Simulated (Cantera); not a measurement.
Mixture: 4.79 % C₃H₈, 20.0 % O₂, 75.2 % N₂, equivalence ratio 1.2, at 26.0 bar, adiabatic and at constant pressure. Ignition delay is the time to a rise of 400 K.

Model: GRI-Mech 3.0 (53 species, 325 reactions), integrated in Cantera. GRI-Mech 3.0 was tuned for natural gas; its chemistry of propane as a main component is partial and can be far from experiment. The pressure lies above the range GRI-Mech 3.0 was tuned for (to about 10 atm).

Q: Predict: delay at 1100 K; delay at 1175 K; delay at 1250 K; delay at 1325 K; delay at 1400 K; delay at 1475 K; delay at 1550 K; apparent activation energy between 1400 and 1550 K.

A: 
```json
{
 "delay at 1100 K": "4.43 ms",
 "delay at 1175 K": "1.23 ms",
 "delay at 1250 K": "0.360 ms",
 "delay at 1325 K": "0.113 ms",
 "delay at 1400 K": "39.2 µs",
 "delay at 1475 K": "15.5 µs",
 "delay at 1550 K": "6.96 µs",
 "apparent activation energy between 1400 and 1550 K": "210 kJ/mol"
}
```
